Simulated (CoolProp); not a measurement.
Vapour-liquid equilibrium of sulfur dioxide (1) + toluene (2) at 0.659 MPa; x and y are mole fractions of (1).

Computed with CoolProp (multi-fluid Helmholtz-energy mixture model, Gao 2016 and Lemmon 2006; pair parameters Bell 2016).

```json
[
 {"x": "0.05", "bubble temperature (K)": "442.7", "y at the bubble point": "0.359", "dew temperature at overall composition x (K)": "463.0", "liquid density (mol/L)": "7.973"},
 {"x": "0.2", "bubble temperature (K)": "389.1", "y at the bubble point": "0.838", "dew temperature at overall composition x (K)": "453.7", "liquid density (mol/L)": "9.493"},
 {"x": "0.35", "bubble temperature (K)": "359.0", "y at the bubble point": "0.945", "dew temperature at overall composition x (K)": "443.4", "liquid density (mol/L)": "10.96"},
 {"x": "0.5", "bubble temperature (K)": "341.6", "y at the bubble point": "0.977", "dew temperature at overall composition x (K)": "431.3", "liquid density (mol/L)": "12.54"},
 {"x": "0.65", "bubble temperature (K)": "330.6", "y at the bubble point": "0.989", "dew temperature at overall composition x (K)": "416.5", "liquid density (mol/L)": "14.37"},
 {"x": "0.8", "bubble temperature (K)": "322.8", "y at the bubble point": "0.995", "dew temperature at overall composition x (K)": "396.0", "liquid density (mol/L)": "16.60"},
 {"x": "0.95", "bubble temperature (K)": "316.5", "y at the bubble point": "0.999", "dew temperature at overall composition x (K)": "356.9", "liquid density (mol/L)": "19.45"}
]
```

No azeotrope shows between x = 0.05 and 0.95.

Pair parameters are fitted to limited data, so mixtures are less certain than the pure fluids.
